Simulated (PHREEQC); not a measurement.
Solution (25 °C): 0.0012 mol AlCl3 per kg of water. Closed to the air; pH follows from the charge balance.

The numbers come from PHREEQC with the ion-association model, phreeqc.dat.

```tsv
quantity	before	after
pH	4.05	4.98
ionic strength (mol/kgw)	0.00701	5.42e-5
Al+3 (mol/kgw)	0.00111	4.64e-6
AlOH+2 (mol/kgw)	8.53e-5	4.22e-6
Al(OH)2+ (mol/kgw)	5.77e-6	3.08e-6
SI of Gibbsite (Al(OH)3)	+0.77	+1.46
```

Q: Which change was made?
A) diluted 100-fold with water
B) AlCl3 from 0.0012 to 0.0006 mol/kgw
C) 0.0014 mol/kgw HNO3 added
D) temperature from 25 to 30 °C

A: A, diluted 100-fold with water

This is a speciation only: nothing precipitates in the calculation. Some of these states are supersaturated (in Gibbsite (slow to form), for instance).
